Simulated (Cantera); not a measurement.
## Counterflow diffusion flame

A counterflow diffusion flame at 0.390 bar, nozzles 20 mm apart: fuel side 95.6 % CH4, 4.40 % H2 at 325 K, oxidiser side 18.0 % O2, 82.0 % N2 at 700 K, fuel mass flux 0.97 times the oxidiser's; mixture-averaged transport, no radiation.

Detailed kinetics in Cantera: GRI-Mech 3.0 (53 species, 325 reactions). GRI-Mech 3.0 has no aromatics or soot, which form on the fuel side of real flames. The maximum strain rate includes the flame's own expansion and is several times the mean. A flux with no burning solution from the previous one only brackets extinction.

| oxidiser flux (kg/m²/s) | max strain (1/s) | mean strain (1/s) | T max (K) | peak x OH | peak x H | peak x NO | peak x CO | peak x C2H2 |
|---|---|---|---|---|---|---|---|---|
| 0.23 | 436 | 110 | 1945 | 0.00667 | 0.00698 | 0.000111 | 0.0495 | 0.00918 |
| 0.34 | 630 | 162 | 1920 | 0.00625 | 0.00694 | 7.82e-5 | 0.0501 | 0.00795 |
| 0.49 | 888 | 234 | 1884 | 0.00561 | 0.00656 | 4.89e-5 | 0.0509 | 0.00629 |
| 0.71 | 1250 | 339 | 1822 | 0.00453 | 0.00548 | 2.11e-5 | 0.0514 | 0.00384 |
x: mole fraction; the columns are a selection and need not sum to one.

At the next flux tried, 1 kg/m²/s, no burning solution was found from the previous one.
